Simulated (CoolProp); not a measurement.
A single-stage vapour-compression cycle with isobutene: evaporating at 278.15 K (dew point), condensing at 348.15 K (bubble point), superheat 10 K, subcooling 0 K, compressor efficiency 0.6, no pressure losses. Each further row changes one setting.

Values from CoolProp's reference Helmholtz-energy equation of state, Lemmon 2005. It is a short technical equation, of lower accuracy than the large ones.

```tsv
case	cooling COP	pressure ratio	discharge temperature (K)	refrigerating effect (kJ/kg)	volumetric capacity (kJ/m³)
as stated	1.63	6.94	378.8	222	869
evaporating temperature 283.15 K	1.84	5.84	376.4	229	1050
condensing temperature 343.15 K	1.84	6.21	373.5	236	922
subcooling 5 K	1.73	6.94	378.8	236	922
superheat 20 K	1.68	6.94	389.4	239	896
compressor efficiency 0.5	1.36	6.94	391.6	222	869
```
